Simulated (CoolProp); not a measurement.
A closed Brayton cycle with nitrogen: compressor inlet 328.15 K and 7.3 MPa, high pressure 19.9 MPa, turbine inlet 980 K, compressor efficiency 0.85, turbine efficiency 0.9, recuperator effectiveness 0 (on enthalpy, no pinch check). Each further row changes one setting.

Computed with CoolProp (reference Helmholtz-energy equation of state, Span 2000).

```tsv
case	thermal efficiency (%)	net work (kJ/kg)	compressor to turbine work	compressor exit (K)	turbine exit (K)
as stated	17.1	102	0.58	457.9	777.3
turbine inlet 930 K	___	90.0	0.61	457.9	___
compressor inlet 338.15 K	16.8	97.8	0.60	___	777.3
high pressure 16.9 MPa	___	___	0.55	434.2	807.3
recuperator effectiveness 0.5	___	102	0.58	457.9	777.3
```

Task: What belongs in the gaps?

Result: 
- turbine inlet 930 K, thermal efficiency (%): 16.7
- turbine inlet 930 K, turbine exit (K): 735.9
- compressor inlet 338.15 K, compressor exit (K): 471.7
- high pressure 16.9 MPa, thermal efficiency (%): 14.9
- high pressure 16.9 MPa, net work (kJ/kg): 92.6
- recuperator effectiveness 0.5, thermal efficiency (%): 24.2
